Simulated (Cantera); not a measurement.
What does this Cantera script print?

```python
import numpy as np
import cantera as ct

gas_names = """
    Fe FeO Fe(OH)2 H HO2 H2 H2O H2O2 H2S H2SO4 O OH O2 O3 S SH SO SO2 SO3 S2 S2O S8
""".split()
cond_names = """
    Fe(a) Fe(c) Fe(d) Fe(L) FeO(s) FeO(L) Fe(OH)2(s) Fe(OH)3(s) FeS(a) FeS(b) FeS(c) FeS(L) FeSO4(s)
    FeS2(s) Fe2O3(s) Fe2S3O12(s) Fe3O4(s) H2O(s) H2O(L) H2SO4(L) S(cr1) S(cr2) S(L)
""".split()


def load(file, names, dense=False):
    # The tables refer to 1 bar. Condensed volumes are neglected.
    table = {s.name: s for s in ct.Species.list_from_file(file)}
    out = []
    for n in names:
        d = dict(table[n].input_data)
        d["thermo"] = dict(d["thermo"], **{"reference-pressure": 1e5})
        if dense:
            d["equation-of-state"] = {"model": "constant-volume", "density": "1e6 g/cm^3"}
        out.append(ct.Species.from_dict(d))
    return out


gas = ct.Solution(thermo="ideal-gas", species=load("nasa_gas.yaml", gas_names))
cond = {s.name: ct.Solution(thermo="fixed-stoichiometry", species=[s], name=s.name)
        for s in load("nasa_condensed.yaml", cond_names, dense=True)}
atoms = {
    'FeS2': {'Fe': 1, 'S': 2},
    'H2': {'H': 2},
    'H2O': {'H': 2, 'O': 1},
}
top_T = {'FeSO4(s)': 950, 'FeS2(s)': 1010, 'Fe2O3(s)': 1830, 'Fe2S3O12(s)': 1100, 'Fe3O4(s)': 1870}  # K; cautious upper limits of use, not melting points


def equilibrate(T, P, feed):
    n = {}
    for name, mol in feed.items():
        for a, k in atoms[name].items():
            n[a] = n.get(a, 0.0) + k * mol
    gas.TPX = T, P, n
    mass = sum(n.values()) * gas.mean_molecular_weight
    gas.equilibrate("TP")
    valid = [c for c in cond.values() if c.min_temp <= T <= top_T.get(c.name, c.max_temp)]
    mix = ct.Mixture([(gas, mass / gas.mean_molecular_weight)] + [(c, 0.0) for c in valid])
    mix.T, mix.P = T, P
    mix.equilibrate("TP", solver="vcs", rtol=1e-11, max_steps=5000)
    return mix


results = []
feed = {'FeS2': 1, 'H2': 130, 'H2O': 0.5}  # mol
P = 101325  # Pa
for T in [798, 948, 1098, 1248, 1398, 1548, 1698, 1848, 1998]:
    mix = equilibrate(T, P, feed)
    results.append((T, P, feed, dict(zip(mix.species_names, mix.species_moles))))

top = {s: max(r[3][s] / sum(r[3][g] for g in gas_names) for r in results) for s in gas_names}
cols = sorted((s for s in top if top[s] > 1e-06), key=lambda s: -top[s])[:5]
seen = [c for c in cond_names if any(r[3].get(c, 0) > 1e-12 for r in results)]
print("log10 of partial pressures in bar; condensed amounts in mol")
print(f"{'T/K':>10s}" + "".join(f"{s[:9]:>10s}" for s in cols + seen))
for T, P, feed, n in results:
    ng = sum(n[g] for g in gas_names)
    print(f"{T:10.4g}" + "".join(f"{np.log10(max(n[s] / ng * P / 1e5, 1e-99)):10.3f}" for s in cols)
          + "".join(f"{n.get(c, 0):10.4g}" for c in seen))
```

Output:

```
log10 of partial pressures in bar; condensed amounts in mol
       T/K        H2       H2S       H2O         H        SH     Fe(c)     Fe(d)     Fe(L)    FeS(c)
       798     0.001    -2.110    -2.411   -11.574    -9.501         0         0         0         1
       948     0.001    -2.110    -2.411    -9.280    -7.801         0         0         0         1
      1098     0.001    -2.110    -2.411    -7.606    -6.562         0         0         0         1
      1248     0.001    -2.110    -2.411    -6.330    -5.620         0         0         0         1
      1398    -0.001    -1.964    -2.411    -5.325    -4.733    0.4032         0         0    0.5968
      1548    -0.003    -1.813    -2.411    -4.513    -3.985    0.9999         0         0         0
      1698    -0.003    -1.823    -2.411    -3.841    -3.504         0    0.9992         0         0
      1848    -0.003    -1.846    -2.411    -3.277    -3.115         0         0    0.9927         0
      1998    -0.003    -1.889    -2.412    -2.796    -2.809         0         0     0.954         0
```

Method: chemical equilibrium by Gibbs-energy minimisation in Cantera with the NASA 1993 tables (ideal gas, pure condensed phases). Metal and sulfide melt together well below either melting point, which pure phases cannot show. Mutual solubility and eutectic melting of coexisting phases are not modelled. FeS: taken at fixed stoichiometry. Gases not in the tables: S3 to S7.
